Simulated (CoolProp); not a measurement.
Vapour-liquid equilibrium of acetone (1) + dimethyl carbonate (2) at 0.812 MPa; x and y are mole fractions of (1).

Values from CoolProp's multi-fluid Helmholtz-energy mixture model, Lemmon 2006 and Zhou 2011; pair parameters Bell 2016.

Give the bubble temperature and the first vapour's composition at x = 0.275, 0.425, 0.575. Is there an azeotrope?

x = 0.275: 431.9 K, y = 0.426; x = 0.425: 425.8 K, y = 0.588; x = 0.575: 420.3 K, y = 0.723. No azeotrope shows between x = 0.05 and 0.95.

The pair parameters rest on a limited set of measurements; away from them the model extrapolates. The gap from Raoult's law changes sign with composition, which may be real or a fault of the pair parameters; it wasn't checked against measurements.
